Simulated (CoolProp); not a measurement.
Vapour-liquid equilibrium of cyclohexane (1) + n-nonane (2) at 512.8 K; x and y are mole fractions of (1).

Values from CoolProp's multi-fluid Helmholtz-energy mixture model, Zhou 2014 and Lemmon 2006; pair parameters Bell 2016.

```tsv
x	bubble pressure, mixture model (bar)	bubble pressure, Raoult's law (bar)	y, mixture model	y, Raoult's law
0.05	7.373	7.548	0.117	0.159
0.15	8.761	9.288	0.301	0.389
0.25	10.18	11.03	0.442	0.546
0.35	11.65	12.77	0.556	0.660
0.45	13.20	14.51	0.652	0.747
0.55	14.86	16.25	0.735	0.815
0.65	16.65	17.99	0.807	0.870
0.75	18.58	19.73	0.870	0.915
0.85	20.65	21.47	0.926	0.953
0.95	22.89	23.20	0.977	0.986
```

The largest gap from Raoult's law is -9.0 % in bubble pressure, at x = 0.45. No azeotrope shows between x = 0.05 and 0.95.

The pair parameters rest on a limited set of measurements; away from them the model extrapolates.
